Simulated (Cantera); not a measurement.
Input (Python, Cantera):

```python
import numpy as np
import cantera as ct

gas = ct.Solution("gri30.yaml")


def delay(T, t_max=10):
    gas.TPX = T, 46000, {'C3H8': 1, 'O2': 7.14, 'N2': 26.9, 'H2O': 6.5}
    reactor = ct.IdealGasReactor(gas, clone=False)
    net = ct.ReactorNet([reactor])
    net.rtol, net.atol = 1e-8, 1e-16
    while net.time < t_max:
        t_old, T_old = net.time, reactor.T
        net.step()
        if reactor.T > T + 400:  # ignition: a rise of 400 K
            return t_old + (T + 400 - T_old) / (reactor.T - T_old) * (net.time - t_old)
    return np.nan


taus = []
for T in [1150, 1250, 1350, 1450, 1550, 1650, 1750, 1850]:
    taus.append(delay(T))
    print(f"T0 = {T:6g} K   tau = {taus[-1]:.4e} s")
```

Output:

```
T0 =   1150 K   tau = 2.8649e-02 s
T0 =   1250 K   tau = 3.6798e-03 s
T0 =   1350 K   tau = 7.1220e-04 s
T0 =   1450 K   tau = 2.0382e-04 s
T0 =   1550 K   tau = 8.1514e-05 s
T0 =   1650 K   tau = 4.2007e-05 s
T0 =   1750 K   tau = 2.5828e-05 s
T0 =   1850 K   tau = 1.7916e-05 s
```

Detailed kinetics in Cantera: GRI-Mech 3.0 (53 species, 325 reactions). GRI-Mech 3.0 was tuned for natural gas; its chemistry of propane as a main component is partial and can be far from experiment.
